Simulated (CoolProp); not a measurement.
A single-stage vapour-compression cycle with R410A: evaporating at 236.15 K (dew point), condensing at 303.15 K (bubble point), superheat 10 K, subcooling 2 K, compressor efficiency 0.7, no pressure losses. Each further row changes one setting.

Model: reference Helmholtz-energy equation of state, Lemmon 2003, in CoolProp. It is a pseudo-pure fit of the blend.

| case | cooling COP | pressure ratio | discharge temperature (K) | refrigerating effect (kJ/kg) | volumetric capacity (kJ/m³) |
|---|---|---|---|---|---|
| as stated | 1.73 | 9.45 | 378.0 | 170 | 1280 |
| evaporating temperature 241.15 K | 1.96 | (withheld) | 371.0 | (withheld) | 1590 |
| condensing temperature 298.15 K | 1.94 | (withheld) | (withheld) | 179 | 1340 |
| subcooling 7 K | 1.82 | 9.45 | 378.0 | 179 | 1340 |
| superheat 20 K | 1.73 | 9.45 | (withheld) | 179 | 1280 |
| compressor efficiency 0.6 | 1.48 | 9.45 | (withheld) | 170 | 1280 |

Complete the blanks.


- evaporating temperature 241.15 K, pressure ratio: 7.62
- evaporating temperature 241.15 K, refrigerating effect (kJ/kg): 173
- condensing temperature 298.15 K, pressure ratio: 8.29
- condensing temperature 298.15 K, discharge temperature (K): 369.7
- superheat 20 K, discharge temperature (K): 390.5
- compressor efficiency 0.6, discharge temperature (K): 393.4
